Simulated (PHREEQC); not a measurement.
Solution (25 °C): 4.9 mmol/kgw NH3 and 0.16 mmol/kgw H3BO3. Closed to the air; pH follows from the charge balance.

Equilibrium calculation in PHREEQC: ion-association model, wateq4f.dat.

```json
[
 {"quantity": "ionic strength (mol/kgw)", "before": "0.000372", "after": "0.000138"},
 {"quantity": "NH3 (mol/kgw)", "before": "0.00453", "after": "0.000842"},
 {"quantity": "NH4+ (mol/kgw)", "before": "0.000372", "after": "0.000138"},
 {"quantity": "H2BO3- (mol/kgw)", "before": "0.000148", "after": "2.76e-5"},
 {"quantity": "H3BO3 (mol/kgw)", "before": "1.15e-5", "after": "4.36e-6"}
]
```

### Question
Name the change that produced these shifts.
A. H3BO3 from 0.00016 to 0.00032 mol/kgw
B. diluted 5-fold with water
C. NH3 replaced by NH4HS at the same molality
D. temperature from 25 to 45 °C
E. temperature from 25 to 90 °C

### Answer
B, diluted 5-fold with water

No solid was allowed to form.
